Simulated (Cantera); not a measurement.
Standard-state values (1 bar) from the NASA 1993 polynomials, evaluated with Cantera. Values are per mole of reaction as written; species without (g) are pure solids or liquids, kept so even where they would boil at 1 bar.

3 Ti2O3 → O3(g) + 6 TiO(g)

| T (K) | ΔH° (kJ) | ΔS° (J/K) | ΔG° (kJ) | log10 K |
|---|---|---|---|---|
| 475 | 5009.4 | 1355.1 | 4365.8 | -480.08 |
| 675 | ___ | ___ | ___ | ___ |
| 875 | ___ | ___ | ___ | ___ |
| 1075 | 4920.4 | 1235.5 | 3592.2 | -174.54 |
| 1275 | 4888.2 | 1208.0 | 3348.0 | -137.16 |
| 1475 | ___ | ___ | ___ | ___ |
| 1675 | 4822.8 | 1163.4 | 2874.1 | -89.63 |

Task: What belongs in the gaps?

Result: 
- 675, ΔH° (kJ): 4981.7
- 675, ΔS° (J/K): 1306.6
- 675, ΔG° (kJ): 4099.8
- 675, log10 K: -317.25
- 875, ΔH° (kJ): 4951.6
- 875, ΔS° (J/K): 1267.6
- 875, ΔG° (kJ): 3842.5
- 875, log10 K: -229.38
- 1475, ΔH° (kJ): 4855.5
- 1475, ΔS° (J/K): 1184.2
- 1475, ΔG° (kJ): 3108.8
- 1475, log10 K: -110.09
